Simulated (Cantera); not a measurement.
Input: 1 mol BF₃, 0.85 mol H₂O, a varied amount of N₂, 1.5 mol H₂, equilibrated at 2125 K and 10.0 Pa.

Method: chemical equilibrium by Gibbs-energy minimisation in Cantera with the NASA 1993 tables (ideal gas, pure condensed phases). Candidate condensed phases: B, BN, B₂O₃, B₃O₃H₃, H₂O; 62 gas species. The tables' values for BF₂ are old estimates; treat these amounts as uncertain. The numbers say what is thermodynamically allowed, not how fast it happens.

x: gas mole fraction; nothing condenses.

```csv
n(N₂) (mol),x N₂,x HF,x H,x BOF,x H₂
17,0.771,0.0896,0.0631,0.0373,0.0302
20,0.798,(withheld),(withheld),(withheld),(withheld)
25,0.830,0.0658,0.0509,0.0272,0.0197
31,0.857,0.0549,0.0447,0.0227,0.0152
38,0.880,0.0460,0.0393,0.0189,0.0117
47,0.900,0.0381,0.0342,0.0156,0.00885
58,0.916,(withheld),(withheld),(withheld),(withheld)
71,0.930,0.0261,0.0256,0.0107,0.00495
88,0.942,0.0214,0.0218,0.00870,0.00360
```

Q: What belongs in the gaps?

A: 
- 20, x HF: 0.0789
- 20, x H: 0.0578
- 20, x BOF: 0.0328
- 20, x H₂: 0.0254
- 58, x HF: 0.0315
- 58, x H: 0.0295
- 58, x BOF: 0.0129
- 58, x H₂: 0.00662
